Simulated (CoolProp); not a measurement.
Propane at several states: Z from the reference equation and from simpler models built on Tc = 369.9 K, pc = 4251 kPa, ω = 0.152; each cubic takes its own stable root.

The numbers come from the reference Helmholtz-energy equation of state, Lemmon 2009 in CoolProp.

| T (K) | p (kPa) | phase | reference | Soave-Redlich-Kwong | Peng-Robinson |
|---|---|---|---|---|---|
| 372.2 | 17100 | supercritical | 0.5576 | 0.5954 | 0.5349 |
| 560 | 22700 | supercritical | 0.8712 | 0.9279 | 0.8684 |
| 149 | 2220 | liquid | 0.1180 | 0.1258 | 0.1122 |
| 411.9 | 755 | gas | 0.9563 | 0.9564 | 0.9505 |
| 244.6 | 1220 | liquid | 0.04671 | 0.04937 | 0.04367 |
| 348 | 10600 | liquid | 0.3618 | 0.3921 | 0.3501 |
